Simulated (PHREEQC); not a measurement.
Make-up at 20 °C: 0.0033 mol HCl, 3.1e-05 mol AlCl3 and 0.00014 mol MnSO4 per kg of water. Closed to the air; pH follows from the charge balance.

Computed with PHREEQC (ion-association model, wateq4f.dat).

Task: The ionic strength comes out as 0.00396 mol/kgw. What activity coefficients do Cl-, Mn+2, AlSO4+, HSO4-, MnCl+ get?

Result: Cl- 0.93, Mn+2 0.77, AlSO4+ 0.94, HSO4- 0.94, MnCl+ 0.94.

No solid was allowed to form.
